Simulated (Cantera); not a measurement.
A diamond (100) surface in a fixed gas of H2 with x(CH4) = 0.018, x(CH3) = 8.4e-05, at 950 K, 0.0830 bar; coverages are run to steady state.

Computed with Cantera and the Harris–Goodwin 1993 mechanism for the reconstructed diamond (100) surface.

θ: site fractions in the mechanism's names (c6HH fully hydrogenated, c6H* and c6*H radical sites, c6** diradical, c6HM methylated).

```tsv
x(H)	growth (µm/h)	θ c6HH	θ c6H*	θ c6*H	θ c6**	θ c6HM
0.0001	1.24	0.454	0.00912	0.217	?	0.244
0.00022	1.81	0.517	0.0109	0.258	?	0.161
0.00047	2.26	0.569	0.0123	0.291	?	0.0943
0.001	2.56	0.604	0.0131	0.312	0.00586	0.0502
0.0022	2.74	0.624	0.0137	0.324	0.00632	0.0244
0.0049	2.83	0.634	0.0140	0.330	0.00656	0.0113
0.011	2.88	0.639	0.0142	0.333	0.00668	0.00512
0.023	2.90	0.641	0.0145	0.334	0.00675	0.00246
0.05	2.91	0.642	0.0149	0.334	0.00683	0.00114
```

**Question.** Complete the blanks.

**Answer.** 
- 0.0001, θ c6**: 0.00256
- 0.00022, θ c6**: 0.00393
- 0.00047, θ c6**: 0.00508
